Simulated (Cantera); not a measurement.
A closed system holds: 1 mol SiH2Cl2, 3.9 mol N2, held at 4.60 mbar.

Equilibrium computed with Cantera from the NASA thermochemical tables; the gas is ideal and each condensed phase is pure. Candidate condensed phases: NH4Cl, Si, Si3N4; 28 gas species. N2 is the only nitrogen source here; it is nearly inert below about 1500 K, so the nitride shown seldom forms there in practice. Gases not in the tables: Si2H6 and higher silanes. Kinetics and transport are ignored.

Q: What share of the Si ends up in condensed phases as a function of T (K), at 1450, 1500, 1550, 1600, 1650, 1700, 1750, 1800, 1850, 1900, 1950, 2000, 2050?

A: 
| T (K) | Si condensed (%) | as |
|---|---|---|
| 1450 | 62.3 | Si3N4(s) |
| 1500 | 53.5 | Si3N4(s) |
| 1550 | 45.0 | Si3N4(s) |
| 1600 | 37.3 | Si3N4(s) |
| 1650 | 30.6 | Si3N4(s) |
| 1700 | 25.0 | Si3N4(s) |
| 1750 | 21.5 | Si(l) |
| 1800 | 21.7 | Si(l) |
| 1850 | 21.7 | Si(l) |
| 1900 | 21.3 | Si(l) |
| 1950 | 20.1 | Si(l) |
| 2000 | 17.6 | Si(l) |
| 2050 | 12.9 | Si(l) |
